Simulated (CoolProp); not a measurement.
Properties of tetradecamethylhexasiloxane (MD4M) along the isobar 0.193 MPa.

Model: reference Helmholtz-energy equation of state, Thol 2019, in CoolProp.

```json
[
 {"T (K)": "465.2", "phase": "liquid", "density (kg/m³)": "719.4", "cp (kJ/(kg K))": "2.066", "Joule-Thomson coefficient (K/MPa)": "-0.1962", "isothermal compressibility (1/MPa)": "___"},
 {"T (K)": "474", "phase": "liquid", "density (kg/m³)": "709.7", "cp (kJ/(kg K))": "2.083", "Joule-Thomson coefficient (K/MPa)": "-0.1729", "isothermal compressibility (1/MPa)": "0.006826"},
 {"T (K)": "482.9", "phase": "liquid", "density (kg/m³)": "699.7", "cp (kJ/(kg K))": "2.100", "Joule-Thomson coefficient (K/MPa)": "-0.1468", "isothermal compressibility (1/MPa)": "0.007559"},
 {"T (K)": "491.7", "phase": "liquid", "density (kg/m³)": "689.6", "cp (kJ/(kg K))": "2.117", "Joule-Thomson coefficient (K/MPa)": "-0.1182", "isothermal compressibility (1/MPa)": "0.008397"},
 {"T (K)": "500.5", "phase": "liquid", "density (kg/m³)": "679.2", "cp (kJ/(kg K))": "___", "Joule-Thomson coefficient (K/MPa)": "-0.08606", "isothermal compressibility (1/MPa)": "0.009373"},
 {"T (K)": "509.4", "phase": "liquid", "density (kg/m³)": "668.5", "cp (kJ/(kg K))": "2.152", "Joule-Thomson coefficient (K/MPa)": "-0.04929", "isothermal compressibility (1/MPa)": "___"},
 {"T (K)": "518.2", "phase": "liquid", "density (kg/m³)": "657.7", "cp (kJ/(kg K))": "2.169", "Joule-Thomson coefficient (K/MPa)": "-0.007692", "isothermal compressibility (1/MPa)": "0.01190"},
 {"T (K)": "527", "phase": "liquid", "density (kg/m³)": "646.4", "cp (kJ/(kg K))": "2.187", "Joule-Thomson coefficient (K/MPa)": "0.04044", "isothermal compressibility (1/MPa)": "0.01354"},
 {"T (K)": "535.9", "phase": "liquid", "density (kg/m³)": "___", "cp (kJ/(kg K))": "2.206", "Joule-Thomson coefficient (K/MPa)": "0.09761", "isothermal compressibility (1/MPa)": "0.01556"},
 {"T (K)": "544.7", "phase": "liquid", "density (kg/m³)": "622.6", "cp (kJ/(kg K))": "2.225", "Joule-Thomson coefficient (K/MPa)": "0.1651", "isothermal compressibility (1/MPa)": "0.01804"},
 {"T (K)": "553.6", "phase": "liquid", "density (kg/m³)": "___", "cp (kJ/(kg K))": "2.246", "Joule-Thomson coefficient (K/MPa)": "0.2482", "isothermal compressibility (1/MPa)": "0.02122"},
 {"T (K)": "562.4", "phase": "liquid", "density (kg/m³)": "596.4", "cp (kJ/(kg K))": "___", "Joule-Thomson coefficient (K/MPa)": "0.3507", "isothermal compressibility (1/MPa)": "0.02529"},
 {"T (K)": "571.2", "phase": "gas", "density (kg/m³)": "22.85", "cp (kJ/(kg K))": "2.047", "Joule-Thomson coefficient (K/MPa)": "24.22", "isothermal compressibility (1/MPa)": "6.576"}
]
```

Problem. Fill in the missing entries.

Solution. 
- 465.2, isothermal compressibility (1/MPa): 0.006195
- 500.5, cp (kJ/(kg K)): 2.134
- 509.4, isothermal compressibility (1/MPa): 0.01053
- 535.9, density (kg/m³): 634.7
- 553.6, density (kg/m³): 609.8
- 562.4, cp (kJ/(kg K)): 2.268
